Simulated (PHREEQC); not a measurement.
Dissolve 0.29 mol KOH, 0.29 mol Fe(NO3)3 and 0.00048 mol CO2 per kg of water at 20 °C. Closed to the air; pH follows from the charge balance.

Model: ion-association model, wateq4f.dat, run in PHREEQC.

```json
[
 {"quantity": "pH", "before": "2.97", "after": "2.62"},
 {"quantity": "ionic strength (mol/kgw)", "before": "1.61", "after": "0.858"},
 {"quantity": "FeOH+2 (mol/kgw)", "before": "0.0797", "after": "0.0167"},
 {"quantity": "Fe+3 (mol/kgw)", "before": "0.0443", "after": "0.0203"},
 {"quantity": "Fe3(OH)4+5 (mol/kgw)", "before": "0.0412", "after": "0.0230"},
 {"quantity": "SI of Hematite (Fe2O3)", "before": "+16.27", "after": "+13.71"}
]
```

Q: Name the change that produced these shifts.
A. temperature from 20 to 45 °C
B. diluted 2-fold with water
C. 0.014 mol/kgw NaHCO3 added
D. 0.0093 mol/kgw Zn(NO3)2 added

A: B, diluted 2-fold with water

This is a speciation only: nothing precipitates in the calculation. The ionic strength passes 0.7 mol/kgw, the rough limit of the ion-association models, in every such run. Some of these states are supersaturated (in Fe(OH)3(a), Hematite (slow to form), for instance).
